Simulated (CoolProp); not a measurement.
Vapour-liquid equilibrium of CH2F2 (R32) (1) + R143a (2) at -30.35 °C; x and y are mole fractions of (1).

Computed with CoolProp (multi-fluid Helmholtz-energy mixture model, Tillner-Roth 1997 and Lemmon and Jacobsen 2000; pair parameters Bell 2016).

Give the bubble pressure and the first vapour's composition at x = 0.2, 0.35, 0.65. Is there an azeotrope?

x = 0.2: 2.397 bar, y = 0.277; x = 0.35: 2.547 bar, y = 0.430; x = 0.65: 2.719 bar, y = 0.679. y crosses x between x = 0.8 and 0.95: the model has an azeotrope there.

Pair parameters are fitted to limited data, so mixtures are less certain than the pure fluids.
